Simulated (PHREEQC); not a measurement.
# Acid mine or pickling water: speciation

Model water analysis in mg/kgw, 75 °C, pH 3.08, pe 9.8:

```csv
constituent,mg/kgw
Na,178
K,43.8
Ca,185
Mg,175
Cl,130
S(6) as SO4,1550
Cu(2),33.4
Al,0.0989
Fe(3),53.4
F,0.323
```

Valence states are taken as typed.

Computed with PHREEQC (ion-association model, phreeqc.dat).

Each row changes one thing in this solution. Precipitation was switched off in this run.

```csv
case,ionic strength (mol/kgw),SO4-2 (mol/kgw),MgSO4 (mol/kgw),Ca+2 (mol/kgw),Mg+2 (mol/kgw),CaSO4 (mol/kgw),SI of Gypsum (CaSO4:2H2O),SI of Gibbsite (Al(OH)3)
as made,0.0387,0.00851,0.00410,0.00317,0.00310,0.00143,-0.52,-3.75
Fe(3) from 53.4 to 160 mg/kgw,___,___,0.00400,0.00322,0.00320,0.00137,-0.53,-3.58
temperature from 75 to 25 °C at the same typed pH,0.0452,___,0.00262,0.00323,0.00458,0.00137,-0.53,-5.87
```

Task: What belongs in the gaps?

Result: 
- Fe(3) from 53.4 to 160 mg/kgw, ionic strength (mol/kgw): 0.0407
- Fe(3) from 53.4 to 160 mg/kgw, SO4-2 (mol/kgw): 0.00827
- temperature from 75 to 25 °C at the same typed pH, SO4-2 (mol/kgw): 0.0105

Some of these states are supersaturated (in Jarosite-K, Hematite (slow to form), for instance). Away from 25 °C the constants follow the database's enthalpies or fits; those with neither stay at their 25 °C values. Fluoro complexes past AlF4- and FeF3 are missing from the database.
